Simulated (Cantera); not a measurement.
**Abatement and gas-phase synthesis: NH₃ + H₂O**

Input: 1 mol NH₃, 0.72 mol H₂O, held at 1000 Pa.

These are equilibrium values from Cantera (NASA tables, ideal gas, pure condensed phases), not measurements of a reactor. Candidate condensed phases: H₂O; 24 gas species. Rates play no part.

| T (°C) | log p H₂ | log p H₂O | log p N₂ | log p H | log p OH | log p O |
|---|---|---|---|---|---|---|
| 1102 | -2.26 | -2.58 | -2.74 | -6.59 | -8.66 | -13.03 |
| 1177 | -2.26 | -2.58 | -2.74 | -6.15 | -8.09 | -12.04 |
| 1252 | -2.26 | -2.58 | -2.74 | -5.76 | -7.58 | -11.15 |
| 1327 | -2.26 | -2.58 | -2.74 | -5.39 | -7.12 | -10.34 |
| 1402 | -2.26 | -2.58 | -2.74 | -5.06 | -6.70 | -9.60 |
| 1477 | -2.26 | -2.58 | -2.74 | -4.76 | -6.31 | -8.92 |
| 1552 | -2.26 | -2.58 | -2.74 | -4.49 | -5.96 | -8.30 |
| 1627 | -2.26 | -2.58 | -2.74 | -4.23 | -5.63 | -7.73 |
| 1702 | -2.26 | -2.58 | -2.74 | -4.00 | -5.33 | -7.20 |
| 1777 | -2.27 | -2.58 | -2.74 | -3.78 | -5.05 | -6.71 |
| 1852 | -2.27 | -2.59 | -2.74 | -3.58 | -4.80 | -6.25 |
| 1927 | -2.28 | -2.59 | -2.75 | -3.39 | -4.55 | -5.82 |
| 2002 | -2.30 | -2.60 | -2.75 | -3.22 | -4.33 | -5.42 |
| 2077 | -2.31 | -2.61 | -2.76 | -3.06 | -4.13 | -5.04 |
log p: log10 of the partial pressure in bar; nothing condenses.

From 1102 °C to 2077 °C nothing is condensed.
